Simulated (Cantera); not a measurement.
# Adiabatic ignition

An adiabatic, constant-pressure homogeneous reactor starts with 6.61 % CH4, 1.32 % H2, 19.3 % O2, 72.8 % N2, equivalence ratio 0.72, at 1748 K and 25.7 atm.

Cantera simulation using GRI-Mech 3.0 (53 species, 325 reactions); the numbers are that mechanism's predictions, not measurements. The pressure lies above the range GRI-Mech 3.0 was tuned for (to about 10 atm).

```csv
t (s),T (K),x CH4,x H2,x O2,x NO2,x CH2CO,x OH,x HCO
4.00e-6,1775,0.0602,0.0132,0.189,1.80e-11,8.82e-6,4.50e-5,1.80e-6
1.26e-5,2936,<1e-12,0.00397,0.0552,1.79e-6,<1e-12,0.0168,4.05e-8
4.00e-5,2929,<1e-12,0.00396,0.0529,9.18e-6,<1e-12,0.0163,3.95e-8
0.000126,2916,<1e-12,0.00395,0.0490,2.17e-5,<1e-12,0.0156,3.81e-8
0.000400,2910,<1e-12,0.00394,0.0468,2.82e-5,<1e-12,0.0152,3.74e-8
0.00126,2909,<1e-12,0.00394,0.0468,2.85e-5,<1e-12,0.0152,3.74e-8
0.00400,2909,<1e-12,0.00394,0.0468,2.85e-5,<1e-12,0.0152,3.74e-8
0.0126,2909,<1e-12,0.00394,0.0468,2.85e-5,<1e-12,0.0152,3.74e-8
0.0400,2909,<1e-12,0.00394,0.0468,2.85e-5,<1e-12,0.0152,3.74e-8
0.126,2909,<1e-12,0.00394,0.0468,2.85e-5,<1e-12,0.0152,3.74e-8
0.400,2909,<1e-12,0.00394,0.0468,2.85e-5,<1e-12,0.0152,3.74e-8
```
x: mole fraction; the columns are a selection and need not sum to one.

```yaml
time_of_steepest_temperature_rise: 6.90 µs
temperature at 0.400 s: 2909 K
equilibrium_temperature: 2909 K
x(CH4) at 0.400 s: <1e-12 (gas-phase equilibrium <1e-12)
x(H2) at 0.400 s: 0.00394 (gas-phase equilibrium 0.00394)
x(O2) at 0.400 s: 0.0468 (gas-phase equilibrium 0.0468)
```
